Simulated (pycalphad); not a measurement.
CALPHAD calculation (pycalphad, COST 507 light-alloy database (1999)), 1 atm. The data set is of 1999 and partly superseded. Amounts are mole fractions of atoms.

### Question
Give the equilibrium state of Si-1.9C (at.%) at 2277 °C.

### Answer
liquid, fraction 0.993, with 1.6 C at.%; CSI, fraction 0.007, with 50.0 C at.%.

### Question
Give the equilibrium state of Si-1.9C (at.%) at 827 °C.

### Answer
diamond (Si), fraction 0.962, with <0.01 C at.%; CSI, fraction 0.038, with 50.0 C at.%.

Database names, with the compositions (at.%) that they take in these runs: CSI: Si 50 C 50.
